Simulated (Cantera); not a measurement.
A perfectly stirred reactor is fed with 14.4 % CH3OH, 18.0 % O2, 67.6 % N2, equivalence ratio 1.2, at 750 Torr; it is adiabatic with a 723 K inlet, and is followed from long to short residence time, starting on the burning branch (τ in s: 0.044, 0.022, 0.011, 0.0056, 0.0028, 0.0014, 0.00072, 0.00036, 0.00018, 9.2e-05, 4.7e-05, 2.3e-05, 1.2e-05).

Cantera simulation using GRI-Mech 3.0 (53 species, 325 reactions); the numbers are that mechanism's predictions, not measurements. GRI-Mech 3.0 was tuned for natural gas; its chemistry of methanol as a main component is partial and can be far from experiment.

One state of this run: T (K) = 2311; x CH3OH = 5.26e-6; x O2 = 0.00481; x CO2 = 0.0774; x CO = 0.0508; x O = 0.00126; x CH2CO = 2.42e-9; x H2 = 0.0258. x: mole fraction; the columns are a selection and need not sum to one.

**Question.** Which value of τ (s) does it belong to?
(A) 0.0014
(B) 4.7e-5
(C) 0.0056
(D) 0.00036

**Answer.** C, 0.0056
